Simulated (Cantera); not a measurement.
## Equilibrium for sublimation and decomposition of ceramics: MgO + C + H2

A closed system holds: 1 mol MgO, 0.031 mol C, 0.077 mol H2, at 12.0 Pa.

Method: chemical equilibrium by Gibbs-energy minimisation in Cantera with the NASA 1993 tables (ideal gas, pure condensed phases). Candidate condensed phases: C, C6H6, C7H8, C8H18, H2O, Mg, MgCO3, MgO, Mg(OH)2; 116 gas species. The tables' values for MgH are old estimates; treat these amounts as uncertain. The numbers say what is thermodynamically allowed, not how fast it happens.

From 1648 K to 2098 K the condensed part is MgO(s). The main Mg-bearing gas is Mg throughout.

```tsv
T (K)	log p H2	log p Mg	log p CO	log p H2O	log p H	log p CO2	log p OH	n MgO(s)
1648	-4.18	-4.57	-4.57	-7.10	-6.14	-8.00	-10.40	0.969
1723	-4.19	-4.57	-4.58	-6.44	-5.83	-7.38	-9.35	0.969
1798	-4.21	-4.56	-4.59	-5.87	-5.56	-6.83	-8.40	0.967
1873	-4.25	-4.53	-4.61	-5.39	-5.32	-6.36	-7.56	0.963
1948	-4.35	-4.47	-4.65	-5.03	-5.12	-5.97	-6.85	0.955
2023	-4.51	-4.39	-4.72	-4.79	-4.98	-5.67	-6.24	0.941
2098	-4.76	-4.33	-4.83	-4.68	-4.89	-5.44	-5.73	0.920
```
log p: log10 of the partial pressure in bar; n: condensed amount in mol.
